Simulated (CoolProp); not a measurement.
Fluorine at several states: Z from the reference equation and from simpler models built on Tc = 144.4 K, pc = 5.240 MPa, ω = 0.045; each cubic takes its own stable root.

Computed with CoolProp (reference Helmholtz-energy equation of state, de Reuck 1990).

```
T (K)  p (MPa)          phase  reference  van der Waals  Soave-Redlich-Kwong  Peng-Robinson
-----  -------  -------------  ---------  -------------  -------------------  -------------
129.9    0.121            gas     0.9894         0.9911               0.9892         0.9883
255.2     9.62  supercritical     0.9309         0.8924               0.9424              ?
279.8   0.0324            gas     0.9998         0.9997               0.9998         0.9997
262.6       20  supercritical          ?         0.8719                    ?              ?
```

### Question
Complete the blanks.

### Answer

- 255.2, Peng-Robinson: 0.9135
- 262.6, reference: 0.9299
- 262.6, Soave-Redlich-Kwong: 0.9519
- 262.6, Peng-Robinson: 0.9063
